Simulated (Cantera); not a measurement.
Input: 1 mol ZrN, 0.071 mol N2, equilibrated at 86.0 mbar.

These are equilibrium values from Cantera (NASA tables, ideal gas, pure condensed phases), not measurements of a reactor. Candidate condensed phases: Zr, ZrN; 9 gas species. Ions and electrons are included (thermal ionisation). ZrN: taken at fixed stoichiometry. Equilibrium is a limit: real reactors are often held back by kinetics, nucleation or transport.

Q: What share of the Zr ends up in condensed phases as a function of T (°C), at 2727, 3227, 3727, 4227, 4727?

A: 
```tsv
T (°C)	Zr condensed (%)	as
2727	100.0	ZrN(s)
3227	99.5	ZrN(l)
3727	0.0	-
4227	0.0	-
4727	0.0	-
```
